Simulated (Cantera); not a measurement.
A perfectly stirred reactor is fed with CH4 : CO : O2 : N2 = 1 : 0.48 : 1.87 : 7.02 (molar parts), at 7500 Torr; it is adiabatic with a 498 K inlet, and is followed from long to short residence time, starting on the burning branch (τ in s: 0.046, 0.024, 0.013, 0.0065, 0.0034, 0.0018, 0.00092, 0.00048, 0.00025, 0.00013, 6.7e-05, 3.5e-05, 1.8e-05).

Model: GRI-Mech 3.0 (53 species, 325 reactions), integrated in Cantera.

Task: What does this change do: inlet temperature 498 to 348 K?

Result: 
```csv
quantity,before,after
"blow-out, bracketed by the residence times tried","burning at 35.0 µs, out at 18.0 µs","burning at 67.0 µs, out at 35.0 µs"
x(CH4) at τ = 46.0 ms,7.85e-6,2.02e-5
x(CO) at τ = 46.0 ms,0.0529,0.0520
x(O2) at τ = 46.0 ms,0.000105,8.10e-5
x(HCN) at τ = 46.0 ms,9.82e-7,1.64e-6
x(H2) at τ = 46.0 ms,0.0181,0.0187
x(CH4) at τ = 0.920 ms,8.45e-5,0.000147
x(CO) at τ = 0.920 ms,0.0542,0.0533
x(O2) at τ = 0.920 ms,0.00112,0.00118
x(HCN) at τ = 0.920 ms,1.18e-5,1.71e-5
x(H2) at τ = 0.920 ms,0.0185,0.0189
```

Task: What does this change do: pressure from 7500 Torr to 248 Torr?

Result: 
| quantity | before | after |
|---|---|---|
| blow-out, bracketed by the residence times tried | burning at 35.0 µs, out at 18.0 µs | burning at 0.130 ms, out at 67.0 µs |
| x(CH4) at τ = 46.0 ms | 7.85e-6 | 8.94e-6 |
| x(CO) at τ = 46.0 ms | 0.0529 | 0.0570 |
| x(O2) at τ = 46.0 ms | 0.000105 | 0.00322 |
| x(HCN) at τ = 46.0 ms | 9.82e-7 | 1.03e-6 |
| x(H2) at τ = 46.0 ms | 0.0181 | 0.0210 |
| x(CH4) at τ = 0.920 ms | 8.45e-5 | 0.000200 |
| x(CO) at τ = 0.920 ms | 0.0542 | 0.0655 |
| x(O2) at τ = 0.920 ms | 0.00112 | 0.0124 |
| x(HCN) at τ = 0.920 ms | 1.18e-5 | 1.69e-6 |
| x(H2) at τ = 0.920 ms | 0.0185 | 0.0268 |
